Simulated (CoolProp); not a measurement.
Vapour-liquid equilibrium of nitrogen (1) + methane (2) at 110.2 K; x and y are mole fractions of (1).

Computed with CoolProp (multi-fluid Helmholtz-energy mixture model, Span 2000 and Setzmann 1991; pair parameters Kunz 2012).

Question: Give the bubble pressure and the first vapour's composition at x = 0.05, 0.5, 0.8. Is there an azeotrope?

Answer: x = 0.05: 2.024 bar, y = 0.557; x = 0.5: 8.563 bar, y = 0.915; x = 0.8: 11.90 bar, y = 0.962. No azeotrope shows between x = 0.05 and 0.95.

The pair parameters rest on a limited set of measurements; away from them the model extrapolates. The gap from Raoult's law changes sign with composition, which may be real or a fault of the pair parameters; it wasn't checked against measurements.
